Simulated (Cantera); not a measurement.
A closed system holds: 1 mol Pb, 0.075 mol CO, 3 mol H2, at 0.0730 bar.

Method: chemical equilibrium by Gibbs-energy minimisation in Cantera with the NASA 1993 tables (ideal gas, pure condensed phases). Candidate condensed phases: C, C6H6, C7H8, C8H18, H2O, Pb, PbO, PbO2, Pb3O4; 113 gas species. Rates play no part.

x: gas mole fraction; n: condensed amount in mol.

```csv
T (K),x H2,x Pb,x CH4,x H2O,x CO,x CO2,x Pb2,n Pb(l)
700,0.949,1.53e-8,0.0256,0.0256,3.95e-5,1.00e-5,<1e-12,1.00
800,0.953,8.42e-7,0.0219,0.0216,0.00326,0.000311,<1e-12,1.000
900,0.968,1.87e-5,0.00793,0.00763,0.0165,0.000300,1.11e-11,1.000
1000,0.973,0.000222,0.00207,0.00200,0.0224,6.60e-5,6.99e-10,0.999
1100,0.973,0.00166,0.000619,0.000605,0.0237,1.46e-5,2.02e-8,0.995
1200,0.967,0.00881,0.000219,0.000216,0.0240,3.89e-6,3.28e-7,0.973
1300,0.940,0.0359,8.69e-5,8.57e-5,0.0234,1.21e-6,3.42e-6,?
1400,0.859,0.119,3.43e-5,3.40e-5,0.0214,3.91e-7,2.52e-5,?
1500,0.736,0.245,1.31e-5,1.32e-5,0.0184,1.27e-7,7.49e-5,?
```

Problem. Complete the blanks.

Solution. 
- 1300, n Pb(l): 0.885
- 1400, n Pb(l): 0.583
- 1500, n Pb(l): 0
